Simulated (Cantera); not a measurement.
## AlCl3 + O2 + N2 + NH3 (aluminium nitride and oxide growth)

Input: 1 mol AlCl3, 2.5 mol O2, 130 mol N2, 0.25 mol NH3, equilibrated at 3.90 mbar.

Method: chemical equilibrium by Gibbs-energy minimisation in Cantera with the NASA 1993 tables (ideal gas, pure condensed phases). Candidate condensed phases: Al, AlCl3, AlN, Al2O3, H2O, NH4Cl; 45 gas species. Condensed phases not in the tables: AlOCl. Equilibrium is a limit: real reactors are often held back by kinetics, nucleation or transport.

From 525 °C to 1575 °C the condensed part is Al2O3(s).

| T (°C) | log p N2 | log p Cl | log p O2 | log p Cl2 | log p HCl | log p NO | log p O | log p H2O | n Al2O3(s) |
|---|---|---|---|---|---|---|---|---|---|
| 525 | -2.42 | -7.29 | -4.29 | -4.48 | -4.67 | -8.68 | <-14 | -6.69 | 0.500 |
| 675 | -2.42 | -6.01 | -4.29 | -4.49 | -4.66 | -7.73 | -12.67 | -7.28 | 0.500 |
| 825 | -2.42 | -5.10 | -4.29 | -4.54 | -4.66 | -7.05 | -10.77 | -7.68 | 0.500 |
| 975 | -2.42 | -4.50 | -4.30 | -4.77 | -4.66 | -6.52 | -9.32 | -7.79 | 0.500 |
| 1125 | -2.42 | -4.24 | -4.30 | -5.38 | -4.66 | -6.12 | -8.19 | -7.45 | 0.500 |
| 1275 | -2.42 | -4.19 | -4.30 | -6.19 | -4.67 | -5.79 | -7.27 | -6.87 | 0.500 |
| 1425 | -2.42 | -4.18 | -4.31 | -6.92 | -4.68 | -5.52 | -6.52 | -6.35 | 0.500 |
| 1575 | -2.42 | -4.17 | -4.33 | -7.53 | -4.72 | -5.30 | -5.89 | -5.97 | 0.500 |
log p: log10 of the partial pressure in bar; n: condensed amount in mol.
